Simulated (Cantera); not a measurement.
An isothermal plug-flow reactor at 825 K and 500000 Pa (inlet), inlet velocity 0.56 m/s, active area per volume 270 1/m; feed CO : O₂ : N₂ : H₂O = 0.025 : 0.016 : 0.79 : 0.0053 (molar parts).

Model: Deutschmann's 1995 Pt surface mechanism with GRI-Mech 3.0 gas chemistry, integrated in Cantera. Catalytic surfaces can have several steady states; this one follows from the mechanism file's or the stated starting coverage. Mass transfer to the wall is taken as infinitely fast.

| quantity | before | after |
|---|---|---|
| x(CO) at z = 0.025 m | 0.0121 | 0.0254 |
| x(O₂) at z = 0.025 m | 0.0103 | 0.0127 |
| x(H₂O) at z = 0.025 m | 0.00639 | 0.00632 |
| x(CO₂) at z = 0.025 m | 0.0180 | 0.0127 |
| θ(free Pt) at the exit | 0.0979 | 0.0681 |
| θ(O*) at the exit | 0.00232 | 0.00134 |
| θ(CO*) at the exit | 0.900 | 0.930 |

**Question.** What was changed between the two runs?
A. CO 0.025 to 0.032 parts
B. pressure from 500000 Pa to 1400000 Pa
C. temperature 825 to 975 K
D. O2 0.016 to 0.031 parts

**Answer.** A, CO 0.025 to 0.032 parts
